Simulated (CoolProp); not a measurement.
Carbon dioxide along the isotherm 50.35 °C: Z from the reference equation and from simpler models built on Tc = 31.0 °C, pc = 7377 kPa, ω = 0.224; each cubic takes its own stable root.

Values from CoolProp's reference Helmholtz-energy equation of state, Span 1996.

```json
[
 {"p (kPa)": "2630", "phase": "gas", "reference": "0.8937"},
 {"p (kPa)": "5270", "phase": "gas", "reference": "0.7681"},
 {"p (kPa)": "7900", "phase": "supercritical", "reference": "0.6079"},
 {"p (kPa)": "10500", "phase": "supercritical", "reference": "0.3917"},
 {"p (kPa)": "13200", "phase": "supercritical", "reference": "0.3374"},
 {"p (kPa)": "15800", "phase": "supercritical", "reference": "0.3615"},
 {"p (kPa)": "18400", "phase": "supercritical", "reference": "0.3957"},
 {"p (kPa)": "21100", "phase": "supercritical", "reference": "0.4342"},
 {"p (kPa)": "23700", "phase": "supercritical", "reference": "0.4722"},
 {"p (kPa)": "26300", "phase": "supercritical", "reference": "0.5105"},
 {"p (kPa)": "29000", "phase": "supercritical", "reference": "0.5502"},
 {"p (kPa)": "31600", "phase": "supercritical", "reference": "0.5883"},
 {"p (kPa)": "34300", "phase": "supercritical", "reference": "0.6276"},
 {"p (kPa)": "36900", "phase": "supercritical", "reference": "0.6652"}
]
```

**Question.** How far does each simpler model (Redlich-Kwong, Soave-Redlich-Kwong) lie from the reference over these 14 states: mean and median of the absolute difference, and the worst?

**Answer.** 
- Redlich-Kwong: mean 6.7 %, median 7.7 %, worst +11.7 % at 50.35 °C and 15800 kPa
- Soave-Redlich-Kwong: mean 9.5 %, median 10.1 %, worst +17.9 % at 50.35 °C and 13200 kPa
